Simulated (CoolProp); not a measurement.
Saturated liquid density (kg/m³) of ethanol: the reference equation beside estimates from Tc = 241.6 °C, pc = 6268 kPa, ω = 0.644. Rackett uses Z = 0.29056 − 0.08775 ω.

The numbers come from the reference Helmholtz-energy equation of state, Schroeder 2014 in CoolProp.

```
T (°C)  reference  Rackett  van der Waals  Redlich-Kwong  Soave-Redlich-Kwong
------  ---------  -------  -------------  -------------  -------------------
57.95       755.9    850.4          403.2          590.2                641.9
69.25       745.3    834.0          396.4          578.3                631.6
80.55       734.3    817.2          389.4          565.9                620.6
91.85       722.7        ?          382.0          552.8                    ?
103.15      710.5    782.0          374.4          539.2                596.0
114.45          ?    763.4          366.3              ?                    ?
125.75      683.5    744.2          357.9          509.7                567.5
137.05      668.4    724.0          349.0              ?                551.4
148.35      651.9    702.9          339.6          476.7                533.9
159.75      633.9    680.3          329.5              ?                514.5
```

Question: Some entries are withheld; supply them.

Answer: 
- 91.85, Rackett: 799.9
- 91.85, Soave-Redlich-Kwong: 608.7
- 114.45, reference: 697.5
- 114.45, Redlich-Kwong: 524.8
- 114.45, Soave-Redlich-Kwong: 582.3
- 137.05, Redlich-Kwong: 493.7
- 159.75, Redlich-Kwong: 458.4

Absolute difference from the reference over all 10 rows, mean and median: Rackett 9.8 and 9.8 %, van der Waals 47.4 and 47.4 %, Redlich-Kwong 24.6 and 24.4 %, Soave-Redlich-Kwong 16.6 and 16.3 %.
